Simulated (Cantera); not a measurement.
A freely propagating, adiabatic, planar premixed flame of H2 : O2 : N2 = 1 : 0.333 : 1.25 (molar parts), unburnt at 475 K and 100000 Pa; mixture-averaged transport, grid criteria slope 0.08 and curve 0.16, no radiation.

Computed with Cantera and the H2/O2 subset of GRI-Mech 3.0, which has no nitrogen chemistry. Burning velocities carry a grid error of a few per cent, more on coarse grids.

What does this change do: O2 0.333 to 0.42 parts?


| quantity | before | after |
|---|---|---|
| laminar burning velocity | 613 cm/s | 676 cm/s |
| thermal thickness | 0.410 mm | 0.403 mm |
| peak x(H2O2) | 3.57e-5 | 4.23e-5 |
| peak x(OH) | 0.0102 | 0.0210 |
| peak x(HO2) | 0.000382 | 0.000444 |

What does this change do: O2 0.333 to 0.26 parts?


```
quantity                    before     after
------------------------  --------  --------
laminar burning velocity  613 cm/s  499 cm/s
thermal thickness         0.410 mm  0.419 mm
peak x(H2O2)               3.57e-5   2.83e-5
peak x(OH)                  0.0102   0.00320
peak x(HO2)               0.000382  0.000317
```
